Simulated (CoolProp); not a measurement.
The numbers come from the reference Helmholtz-energy equation of state, Gao 2020 in CoolProp.

Task: Give the vapour pressure (kPa), liquid density (kg/m³), vapour viscosity (µPa s) of saturated ammonia at 304.5, 366.2 K.

Result: 
| T (K) | p (kPa) | liquid density (kg/m³) | vapour viscosity (µPa s) |
|---|---|---|---|
| 304.5 | 1210 | 593 | 10.0 |
| 366.2 | 5450 | 475 | 12.8 |

Viscosity comes from a separate model (Fenghour 1995).
